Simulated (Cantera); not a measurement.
Charge: 1 mol Fe3O4, 1 mol H2, 3.2 mol H2O, held at 2148.15 K and 10.0 mbar.

Cantera equilibrium calculation (NASA polynomials, part measured and part estimated; ideal gas, pure solids and liquids). Candidate condensed phases: Fe, FeO, Fe(OH)2, Fe(OH)3, Fe2O3, Fe3O4, H2O; 12 gas species. The tables' stoichiometric FeO is somewhat more stable than real wüstite, so its field is too wide. FeO: taken at fixed stoichiometry. Rates play no part.

Base state: H2O 0.888, H2 0.0488, O2 0.0221, OH 0.0216, H 0.00922, Fe 0.00448, O 0.00287, FeO 0.00226 (mole fractions); condensed: FeO(l).

Question: What changes in the equilibrium state with this change: temperature from 2148.15 K to 1398 K?

Answer: 
| species | before | after |
|---|---|---|
| H2O | 0.888 | 0.977 |
| H2 | 0.0488 | 0.0234 |
| H | 0.00922 | 7.24e-6 |
| O2 | 0.0221 | 3.33e-8 |
| OH | 0.0216 | 5.95e-6 |
| Fe(OH)2 | 0.000648 | 5.32e-6 |
| O | 0.00287 | 1.68e-9 |
| FeO | 0.00226 | 1.36e-9 |
| Fe | 0.00448 | 1.31e-8 |
| FeO(l), mol | 2.97 | 0 |
| FeO(s), mol | 0 | 2.70 |
| Fe3O4(s), mol | 0 | 0.0984 |
Mutual solubility and eutectic melting of coexisting phases are not modelled.
